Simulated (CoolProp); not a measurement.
Vapour-liquid equilibrium of chloromethane (R40) (1) + isobutene (2) at 275.8 K; x and y are mole fractions of (1).

Computed with CoolProp (multi-fluid Helmholtz-energy mixture model, Thol 2014 and Lemmon 2005; pair parameters Bell 2016).

| x | bubble pressure, mixture model (MPa) | bubble pressure, Raoult's law (MPa) | y, mixture model | y, Raoult's law |
|---|---|---|---|---|
| 0.05 | 0.1566 | 0.1526 | 0.112 | 0.093 |
| 0.2 | 0.1848 | 0.1734 | 0.352 | 0.328 |
| 0.35 | 0.2082 | 0.1942 | 0.517 | 0.513 |
| 0.5 | 0.2283 | 0.2150 | 0.647 | 0.661 |
| 0.65 | 0.2465 | 0.2358 | 0.760 | 0.784 |
| 0.8 | 0.2633 | 0.2566 | 0.865 | 0.886 |
| 0.95 | 0.2792 | 0.2775 | 0.967 | 0.974 |

The largest gap from Raoult's law is +7.2 % in bubble pressure, at x = 0.35. No azeotrope shows between x = 0.05 and 0.95.

Pair parameters are fitted to limited data, so mixtures are less certain than the pure fluids.
